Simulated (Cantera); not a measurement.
An adiabatic, constant-volume homogeneous reactor starts with 31.6 % H₂, 14.4 % O₂, 54.0 % N₂, equivalence ratio 1.1, at 1200 K and 760 Torr.

Model: the H2/O2 subset of GRI-Mech 3.0, which has no nitrogen chemistry, integrated in Cantera.

### Question
Predict: time of steepest temperature rise; temperature at 0.500 s; equilibrium temperature; x(H₂) at 0.500 s; x(O₂) at 0.500 s; x(H) at 0.500 s; x(HO₂) at 0.500 s; x(O) at 0.500 s.

### Answer
```
Property                                                             Value
---------------------------------  ---------------------------------------
time of steepest temperature rise                                  44.5 µs
temperature at 0.500 s                                              2966 K
equilibrium temperature                                             2966 K
x(H₂) at 0.500 s                     0.0651 (gas-phase equilibrium 0.0651)
x(O₂) at 0.500 s                     0.0114 (gas-phase equilibrium 0.0114)
x(H) at 0.500 s                      0.0244 (gas-phase equilibrium 0.0244)
x(HO₂) at 0.500 s                  8.80e-6 (gas-phase equilibrium 8.80e-6)
x(O) at 0.500 s                    0.00721 (gas-phase equilibrium 0.00721)
```
